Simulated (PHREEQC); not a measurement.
## Spent oxide etchant (model solution)

A solution holds 0.023 mol/kgw NH4HF2, 3.9e-05 mol/kgw H2SiF6, 4.7e-05 mol/kgw H3BO3 and 0.009 mol/kgw HCl, at 9.1 °C. Closed to the air; pH follows from the charge balance.

Computed with PHREEQC (ion-association model, phreeqc.dat).

Each row changes one thing in this solution. No solid was allowed to form.

| case | pH | ionic strength (mol/kgw) | HF (mol/kgw) | F- (mol/kgw) | HF2- (mol/kgw) | BF3OH- (mol/kgw) |
|---|---|---|---|---|---|---|
| as made | 2.70 | 0.0253 | 0.0283 | 0.0147 | 0.00137 | 4.46e-7 |
| H3BO3 from 4.7e-05 to 9.4e-05 mol/kgw | 2.70 | 0.0253 | 0.0282 | 0.0147 | 0.00136 | 8.95e-7 |
| diluted 100-fold with water | 3.65 | 0.000460 | 9.23e-5 | 0.000370 | 1.12e-7 | 6.23e-11 |
| diluted 10-fold with water | 3.05 | 0.00325 | 0.00223 | 0.00232 | 1.70e-5 | 4.06e-7 |
| H2SiF6 replaced by NaBF4 at the same molality | 2.71 | 0.0253 | 0.0283 | 0.0148 | 0.00137 | 8.17e-7 |
| H2SiF6 from 3.9e-05 to 3.9e-06 mol/kgw | 2.71 | 0.0252 | 0.0283 | 0.0148 | 0.00137 | 4.47e-7 |
| diluted 2-fold with water | 2.79 | 0.0133 | 0.0138 | 0.00836 | 0.000378 | 4.54e-7 |
| HCl left out | 3.03 | 0.0241 | 0.0204 | 0.0224 | 0.00150 | 6.17e-7 |
| H2SiF6 replaced by (CH3)4NF at the same molality | 2.71 | 0.0253 | 0.0283 | 0.0148 | 0.00138 | 4.47e-7 |

Away from 25 °C the constants follow the database's enthalpies or fits; those with neither stay at their 25 °C values. SiF6-2 is the database's only silicon fluoride. Real BF4- forms and hydrolyses slowly; the run takes it at equilibrium.
